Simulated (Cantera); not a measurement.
An adiabatic, constant-pressure homogeneous reactor starts with CO : H2 : O2 : N2 = 1 : 0.32 : 2 : 7.52 (molar parts), at 1625 K and 10.0 bar.

Model: GRI-Mech 3.0 (53 species, 325 reactions), integrated in Cantera. The hydrogen kinetics of GRI-Mech 3.0 are dated; newer H2 mechanisms differ, most at raised pressure.

x: mole fraction; the columns are a selection and need not sum to one.

| t (s) | T (K) | x CO | x H2 | x O2 | x CO2 | x NO2 | x H2O |
|---|---|---|---|---|---|---|---|
| 3.00e-6 | 1811 | 0.0778 | (withheld) | 0.158 | 0.0157 | 3.05e-8 | 0.0248 |
| 9.10e-6 | 2191 | 0.0302 | (withheld) | 0.137 | 0.0657 | 2.07e-7 | 0.0255 |
| 2.76e-5 | 2427 | 0.00758 | (withheld) | 0.132 | 0.0900 | 5.95e-7 | 0.0282 |
| 8.37e-5 | 2479 | 0.00294 | 0.000144 | 0.131 | 0.0950 | 8.29e-7 | 0.0293 |
| 0.000254 | 2480 | 0.00277 | 0.000139 | 0.131 | 0.0952 | 1.93e-6 | 0.0293 |
| 0.000770 | 2477 | 0.00274 | 0.000138 | 0.130 | 0.0952 | 5.13e-6 | 0.0293 |
| 0.00234 | 2470 | 0.00266 | 0.000134 | 0.128 | 0.0953 | 1.32e-5 | 0.0294 |
| 0.00709 | 2458 | 0.00253 | 0.000128 | 0.125 | 0.0954 | 2.69e-5 | 0.0295 |
| 0.0215 | 2452 | 0.00245 | 0.000125 | 0.123 | 0.0955 | 3.48e-5 | 0.0295 |
| 0.0652 | 2451 | 0.00245 | 0.000125 | 0.123 | 0.0955 | 3.53e-5 | 0.0295 |
| 0.198 | 2451 | 0.00245 | 0.000125 | 0.123 | 0.0955 | 3.53e-5 | 0.0295 |
| 0.600 | 2451 | 0.00245 | 0.000125 | 0.123 | 0.0955 | 3.53e-5 | 0.0295 |

Question: Fill in the missing entries.

Answer: 
- 3.00e-6, x H2: 0.00128
- 9.10e-6, x H2: 0.000845
- 2.76e-5, x H2: 0.000298
